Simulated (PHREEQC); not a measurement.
Solution (25 °C): 0.0019 mol NaAlO2 per kg of water. Closed to the air; pH follows from the charge balance.

The numbers come from PHREEQC with the ion-association model, wateq4f.dat.

| quantity | before | after |
|---|---|---|
| pH | 8.49 | 8.49 |
| ionic strength (mol/kgw) | 0.00190 | 0.00242 |

Q: Name the change that produced these shifts.
A) 0.00018 mol/kgw Ca(OH)2 added
B) 0.00052 mol/kgw NaI added
C) NaAlO2 replaced by Na2SiO3 at the same molality

A: B, 0.00052 mol/kgw NaI added

This is a speciation only: nothing precipitates in the calculation. Some of these states are supersaturated (in Al(OH)3(a), Boehmite (slow to form), for instance).
